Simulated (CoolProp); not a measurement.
CF4 (R14) at 298.15 K and 4.46 MPa flows at 3.6 m/s in a round tube of 6 mm bore and 45 µm roughness, fully developed (64/Re and Nu = 3.66 if laminar; Colebrook and Gnielinski if turbulent). Each further row changes one setting.

The numbers come from the reference Helmholtz-energy equation of state, Platzer 1990 in CoolProp. This equation is an older, rougher fit; its heat capacities, sound speeds and derivatives of the liquid may be far off and weren't checked against measurements.

```json
[
 {"case": "as stated", "Reynolds number": "196000", "Darcy friction factor": "0.0348", "pressure drop (Pa/m)": "7110", "heat-transfer coefficient (W/(m² K))": "2580", "mass flow (kg/h)": "69.2"},
 {"case": "velocity 7.2 m/s", "Reynolds number": "392000", "Darcy friction factor": "0.0347", "pressure drop (Pa/m)": "28300", "heat-transfer coefficient (W/(m² K))": "…", "mass flow (kg/h)": "…"},
 {"case": "diameter 12 mm", "Reynolds number": "392000", "Darcy friction factor": "…", "pressure drop (Pa/m)": "2870", "heat-transfer coefficient (W/(m² K))": "2080", "mass flow (kg/h)": "277"}
]
```

Q: Complete the blanks.

A: 
- velocity 7.2 m/s, heat-transfer coefficient (W/(m² K)): 5150
- velocity 7.2 m/s, mass flow (kg/h): 138
- diameter 12 mm, Darcy friction factor: 0.0282

Viscosity comes from a separate model (Huber 2003), an estimate that may be off by 10 % or more. Thermal conductivity comes from a separate model (Huber 2003), an estimate that may be off by 10 % or more.
